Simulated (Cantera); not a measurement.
Charge: 1 mol Mg(OH)2, 0.99 mol H2, 0.64 mol H2O, 7.7 mol CO2, equilibrated at 1175 °C and 105 Torr.

Method: chemical equilibrium by Gibbs-energy minimisation in Cantera with the NASA 1993 tables (ideal gas, pure condensed phases). Candidate condensed phases: C, C6H6, C7H8, C8H18, H2O, Mg, MgCO3, MgO, Mg(OH)2; 116 gas species. Equilibrium is a limit: real reactors are often held back by kinetics, nucleation or transport.

Base state: CO2 0.662, H2O 0.242, CO 0.0830, H2 0.0128 (mole fractions); condensed: MgO(s).

Question: What changes in the equilibrium state with this change: Mg(OH)2 replaced by Ca(OH)2?

Answer: 
| species | before | after |
|---|---|---|
| CO2 | 0.662 | 0.662 |
| H2O | 0.242 | 0.242 |
| CO | 0.0830 | 0.0830 |
| H2 | 0.0128 | 0.0128 |
| MgO(s), mol | 1.00 | 0 |
| CaO(s), mol | 0 | 1.000 |
Further candidate phases: Ca, CaCO3, CaO, Ca(OH)2.
